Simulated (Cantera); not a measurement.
Standard-state values (1 bar) from the NASA 1993 polynomials, evaluated with Cantera. Values are per mole of reaction as written; species without (g) are pure solids or liquids, kept so even where they would boil at 1 bar.

N2(g) + 2 NO2(g) → 4 NO(g), with ΔH° = 296.7 kJ and ΔS° = 171.1 J/K at 300 K.

Problem. How far is the shortcut ΔG° ≈ ΔH°(300 K) − T·ΔS°(300 K) from the full temperature-dependent value at 2625, 2650, 2675, 2700, 2725, 2750, 2775, 2800, 2825 K?

Solution. 
| T (K) | shortcut (kJ) | full (kJ) | difference (kJ) | difference in log10 K |
|---|---|---|---|---|
| 2625 | -152.5 | -161.5 | 9.0 | -0.18 |
| 2650 | -156.8 | -165.8 | 9.0 | -0.18 |
| 2675 | -161.1 | -170.1 | 9.0 | -0.18 |
| 2700 | -165.4 | -174.4 | 9.0 | -0.18 |
| 2725 | -169.6 | -178.7 | 9.1 | -0.17 |
| 2750 | -173.9 | -183.0 | 9.1 | -0.17 |
| 2775 | -178.2 | -187.3 | 9.1 | -0.17 |
| 2800 | -182.5 | -191.6 | 9.1 | -0.17 |
| 2825 | -186.7 | -195.9 | 9.1 | -0.17 |
The shortcut ignores the heat-capacity change of the reaction.
